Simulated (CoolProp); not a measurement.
A simple Rankine cycle with toluene: condensing at 330.15 K, boiler at 0.0861 MPa, turbine inlet 418.1 K, turbine efficiency 0.6, pump efficiency 0.6, no recuperator. Each further row changes one setting.

Values from CoolProp's reference Helmholtz-energy equation of state, Lemmon 2006. It is a short technical equation, of lower accuracy than the large ones.

```csv
case,thermal efficiency (%),net work (kJ/kg),heat in (kJ/kg),turbine exit temperature (K),volume ratio over the turbine
as stated,…,35.0,517,393.6,5.03
turbine inlet 438.1 K,6.7,36.9,549,…,5.03
condensing temperature 322.15 K,7.9,41.7,531,388.9,6.95
boiler pressure 0.0603 MPa,5.4,27.9,518,399.0,…
turbine efficiency 0.5,…,…,517,397.5,5.08
```

**Question.** Complete the blanks.

**Answer.** 
- as stated, thermal efficiency (%): 6.8
- turbine inlet 438.1 K, turbine exit temperature (K): 413.7
- boiler pressure 0.0603 MPa, volume ratio over the turbine: 3.54
- turbine efficiency 0.5, thermal efficiency (%): 5.6
- turbine efficiency 0.5, net work (kJ/kg): 29.2
